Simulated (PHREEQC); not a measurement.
Dissolve 7.2 mmol/kgw Cu(BF4)2, 0.58 mmol/kgw HBF4 and 0.146 mmol/kgw Na2SO4 at 80 °C. Closed to the air; pH follows from the charge balance.

Computed with PHREEQC (ion-association model, phreeqc.dat).

This is a speciation only: nothing precipitates in the calculation.

Estimate the pH, ionic strength.

pH 3.00; ionic strength 0.0224 mol/kgw.

In which forms is Cu present?

Cu+2 95 %, CuF+ 4.0 %, CuSO4 0.6 % of the Cu.

Away from 25 °C the constants follow the database's enthalpies or fits; those with neither stay at their 25 °C values. Real BF4- forms and hydrolyses slowly; the run takes it at equilibrium.
